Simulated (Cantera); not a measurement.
A Cantera script and its output.

```python
import numpy as np
import cantera as ct

gas = ct.Solution("gri30.yaml")
gas.TPX = 400, 2000000, {'CO': 1, 'H2': 0.7, 'O2': 0.607, 'N2': 2.28}
inlet = ct.Reservoir(gas, clone=True)
gas.equilibrate("HP")  # start burning
reactor = ct.IdealGasConstPressureReactor(gas, energy="on", clone=False)
exhaust = ct.Reservoir(gas, clone=True)
tau = [0.13, 0.047, 0.017, 0.0061, 0.0022, 0.00077, 0.00028, 9.8e-05, 3.5e-05, 1.3e-05, 4.5e-06][0]
for a, b in ((inlet, reactor), (reactor, exhaust)):
    ct.MassFlowController(a, b, mdot=lambda t: reactor.mass / tau)
net = ct.ReactorNet([reactor])
show = ['CO', 'H2', 'O2', 'H', 'CO2', 'NO', 'NO2']

rows = []
print(f"{'tau/s':>10s}{'T/K':>9s}" + "".join(f"{s:>11s}" for s in show))
for tau in [0.13, 0.047, 0.017, 0.0061, 0.0022, 0.00077, 0.00028, 9.8e-05, 3.5e-05, 1.3e-05, 4.5e-06]:
    net.initial_time = 0.0
    net.advance(30 * tau)
    before = gas.X
    net.advance(40 * tau)
    drift = np.max(np.abs(gas.X - before) / (gas.X + 1e-9))
    rows.append([gas.T, *gas[show].X, drift])
    print(f"{tau:10.3e}{gas.T:9.1f}" + "".join(f"{x:11.3e}" for x in gas[show].X))
```

It prints:

```
     tau/s      T/K         CO         H2         O2          H        CO2         NO        NO2
 1.300e-01   2438.5  1.042e-01  1.846e-02  7.621e-05  5.922e-04  1.468e-01  3.190e-04  2.511e-08
 4.700e-02   2438.1  1.042e-01  1.846e-02  8.692e-05  6.070e-04  1.468e-01  3.149e-04  2.552e-08
 1.700e-02   2437.2  1.043e-01  1.847e-02  1.150e-04  6.456e-04  1.467e-01  3.053e-04  2.659e-08
 6.100e-03   2434.8  1.044e-01  1.849e-02  1.848e-04  7.406e-04  1.465e-01  2.857e-04  2.922e-08
 2.200e-03   2429.6  1.046e-01  1.854e-02  3.428e-04  9.444e-04  1.462e-01  2.566e-04  3.478e-08
 7.700e-04   2418.8  1.052e-01  1.866e-02  6.924e-04  1.339e-03  1.454e-01  2.220e-04  4.465e-08
 2.800e-04   2399.7  1.063e-01  1.892e-02  1.379e-03  1.972e-03  1.439e-01  1.864e-04  5.704e-08
 9.800e-05   2365.4  1.086e-01  1.943e-02  2.762e-03  3.012e-03  1.410e-01  1.493e-04  6.974e-08
 3.500e-05   2309.1  1.125e-01  2.031e-02  5.236e-03  4.603e-03  1.359e-01  1.171e-04  7.992e-08
 1.300e-05   2224.0  1.188e-01  2.156e-02  9.270e-03  6.879e-03  1.279e-01  9.194e-05  8.731e-08
 4.500e-06   2082.3  1.311e-01  2.330e-02  1.683e-02  9.920e-03  1.129e-01  6.536e-05  8.893e-08
```

Cantera simulation using GRI-Mech 3.0 (53 species, 325 reactions); the numbers are that mechanism's predictions, not measurements. The hydrogen kinetics of GRI-Mech 3.0 are dated; newer H2 mechanisms differ, most at raised pressure. The pressure lies above the range GRI-Mech 3.0 was tuned for (to about 10 atm).
